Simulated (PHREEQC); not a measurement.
A made-up water analysis in mmol/kgw, 25 °C, pH 7, pe 12.9: Na 533; K 17.5; Ca 20.5; Mg 20.3; Cl 600; S(6) 27.5; Alkalinity (meq/kgw) 0.0489; O(0) (counted as O atoms) 0.153; Li 6.65; N(5) 0.663; Ni 0.739.

Valence states are taken as typed.

Model: ion-association model, wateq4f.dat, run in PHREEQC.

Each row changes one thing in this solution. No solid was allowed to form.

| case | ionic strength (mol/kgw) | Ca+2 (mol/kgw) | Mg+2 (mol/kgw) | SO4-2 (mol/kgw) | MgSO4 (mol/kgw) | CaSO4 (mol/kgw) | SI of Gypsum (CaSO4:2H2O) | SI of Ni(OH)2 (Ni(OH)2) |
|---|---|---|---|---|---|---|---|---|
| as made | 0.681 | 0.0184 | 0.0176 | 0.0148 | 0.00273 | 0.00210 | -0.35 | -0.73 |
| pH from 7 to 7.3 at the same alkalinity | 0.681 | 0.0184 | 0.0176 | 0.0148 | 0.00273 | 0.00210 | -0.35 | -0.13 |
| pH from 7 to 6.5 at the same alkalinity | 0.681 | 0.0184 | 0.0176 | 0.0148 | 0.00273 | 0.00210 | -0.35 | -1.73 |
